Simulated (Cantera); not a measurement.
Charge: 1 mol B, 0.16 mol H₂O, 0.15 mol N₂, held at 12000 Pa.

These are equilibrium values from Cantera (NASA tables, ideal gas, pure condensed phases), not measurements of a reactor. Candidate condensed phases: B, BN, B₂O₃, B₃O₃H₃, H₂O; 39 gas species. N₂ is the only nitrogen source here; it is nearly inert below about 1500 K, so the nitride shown seldom forms there in practice. Mutual solubility and eutectic melting of coexisting phases are not modelled. Kinetics and transport are ignored.

**Question.** What share of the B ends up in condensed phases as a function of T (K), at 1150, 1250, 1350, 1450, 1550, 1650, 1750, 1850, 1950, 2050?

**Answer.** 
```json
[
 {"T (K)": "1150", "B condensed (%)": "99.9", "as": "B(s) + BN(s) + B₂O₃(l)"},
 {"T (K)": "1250", "B condensed (%)": "99.9", "as": "B(s) + BN(s) + B₂O₃(l)"},
 {"T (K)": "1350", "B condensed (%)": "99.9", "as": "B(s) + BN(s) + B₂O₃(l)"},
 {"T (K)": "1450", "B condensed (%)": "99.8", "as": "B(s) + BN(s) + B₂O₃(l)"},
 {"T (K)": "1550", "B condensed (%)": "99.5", "as": "B(s) + BN(s) + B₂O₃(l)"},
 {"T (K)": "1650", "B condensed (%)": "98.7", "as": "B(s) + BN(s) + B₂O₃(l)"},
 {"T (K)": "1750", "B condensed (%)": "96.0", "as": "B(s) + BN(s) + B₂O₃(l)"},
 {"T (K)": "1850", "B condensed (%)": "85.5", "as": "B(s) + BN(s) + B₂O₃(l)"},
 {"T (K)": "1950", "B condensed (%)": "85.0", "as": "B(s) + BN(s)"},
 {"T (K)": "2050", "B condensed (%)": "84.7", "as": "B(s) + BN(s)"}
]
```
